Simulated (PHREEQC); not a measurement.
A solution holds 15 mmol/kgw Pb(NO3)2, at 57 °C. It is in equilibrium with CO2 at log p = -1 (atm). Otherwise closed; pH follows from the charge balance.

Model: ion-association model, phreeqc.dat, run in PHREEQC.

Q: The ionic strength comes out as 0.0403 mol/kgw. What activity coefficients do PbOH+, Pb+2, HCO3-, PbHCO3+, NO3- get?

A: PbOH+ 0.82, Pb+2 0.46, HCO3- 0.83, PbHCO3+ 0.82, NO3- 0.81.

Precipitation was switched off in this run. Species that the database lacks are ignored. At this temperature some constants are extrapolated from 25 °C, and those without enthalpy data are left unchanged.
